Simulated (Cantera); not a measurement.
Input (Python, Cantera):

```python
import numpy as np
import cantera as ct

gas = ct.Solution("gri30.yaml")


def delay(T, t_max=10):
    gas.TPX = T, 100000, {'C2H4': 1, 'O2': 3.61, 'N2': 13.6, 'H2O': 1.7}
    reactor = ct.IdealGasConstPressureReactor(gas, clone=False)
    net = ct.ReactorNet([reactor])
    net.rtol, net.atol = 1e-8, 1e-16
    while net.time < t_max:
        t_old, T_old = net.time, reactor.T
        net.step()
        if reactor.T > T + 400:  # ignition: a rise of 400 K
            return t_old + (T + 400 - T_old) / (reactor.T - T_old) * (net.time - t_old)
    return np.nan


taus = []
for T in [1225, 1325, 1425, 1525, 1625, 1725, 1825, 1925]:
    taus.append(delay(T))
    print(f"T0 = {T:6g} K   tau = {taus[-1]:.4e} s")
```

It prints:

```
T0 =   1225 K   tau = 2.6178e-04 s
T0 =   1325 K   tau = 8.4022e-05 s
T0 =   1425 K   tau = 4.5631e-05 s
T0 =   1525 K   tau = 2.9390e-05 s
T0 =   1625 K   tau = 2.0618e-05 s
T0 =   1725 K   tau = 1.5230e-05 s
T0 =   1825 K   tau = 1.1645e-05 s
T0 =   1925 K   tau = 9.1319e-06 s
```

Model: GRI-Mech 3.0 (53 species, 325 reactions), integrated in Cantera. GRI-Mech 3.0 was tuned for natural gas; its chemistry of ethylene as a main component is partial and can be far from experiment.
